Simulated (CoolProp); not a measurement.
Vapour-liquid equilibrium of CH2F2 (R32) (1) + R1234ze(E) (2) at 0.742 MPa; x and y are mole fractions of (1).

The numbers come from the multi-fluid Helmholtz-energy mixture model, Tillner-Roth 1997 and Thol 2016; pair parameters Bell 2023 in CoolProp.

```json
[
 {"x": "0.05", "bubble temperature (°C)": "34.7", "y at the bubble point": "0.135", "dew temperature at overall composition x (°C)": "37.3", "liquid density (mol/L)": "10.13"},
 {"x": "0.125", "bubble temperature (°C)": "29.1", "y at the bubble point": "…", "dew temperature at overall composition x (°C)": "…", "liquid density (mol/L)": "10.66"},
 {"x": "0.2", "bubble temperature (°C)": "24.2", "y at the bubble point": "0.437", "dew temperature at overall composition x (°C)": "32.6", "liquid density (mol/L)": "11.21"},
 {"x": "0.275", "bubble temperature (°C)": "20.0", "y at the bubble point": "0.541", "dew temperature at overall composition x (°C)": "30.1", "liquid density (mol/L)": "11.78"},
 {"x": "0.35", "bubble temperature (°C)": "16.3", "y at the bubble point": "0.625", "dew temperature at overall composition x (°C)": "27.4", "liquid density (mol/L)": "12.38"},
 {"x": "0.425", "bubble temperature (°C)": "13.2", "y at the bubble point": "0.692", "dew temperature at overall composition x (°C)": "24.6", "liquid density (mol/L)": "13.02"},
 {"x": "0.5", "bubble temperature (°C)": "10.4", "y at the bubble point": "0.749", "dew temperature at overall composition x (°C)": "21.7", "liquid density (mol/L)": "13.70"},
 {"x": "0.575", "bubble temperature (°C)": "8.0", "y at the bubble point": "0.797", "dew temperature at overall composition x (°C)": "18.5", "liquid density (mol/L)": "14.45"},
 {"x": "0.65", "bubble temperature (°C)": "5.8", "y at the bubble point": "0.840", "dew temperature at overall composition x (°C)": "…", "liquid density (mol/L)": "15.26"},
 {"x": "0.725", "bubble temperature (°C)": "3.7", "y at the bubble point": "0.878", "dew temperature at overall composition x (°C)": "11.6", "liquid density (mol/L)": "16.16"},
 {"x": "0.8", "bubble temperature (°C)": "1.8", "y at the bubble point": "0.914", "dew temperature at overall composition x (°C)": "7.9", "liquid density (mol/L)": "17.16"},
 {"x": "0.875", "bubble temperature (°C)": "0.0", "y at the bubble point": "0.948", "dew temperature at overall composition x (°C)": "3.9", "liquid density (mol/L)": "18.28"},
 {"x": "0.95", "bubble temperature (°C)": "-1.7", "y at the bubble point": "0.980", "dew temperature at overall composition x (°C)": "-0.1", "liquid density (mol/L)": "19.54"}
]
```

Q: Fill in the missing entries.

A: 
- 0.125, y at the bubble point: 0.304
- 0.125, dew temperature at overall composition x (°C): 35.0
- 0.65, dew temperature at overall composition x (°C): 15.2

No azeotrope shows between x = 0.05 and 0.95.

The pair parameters rest on a limited set of measurements; away from them the model extrapolates.
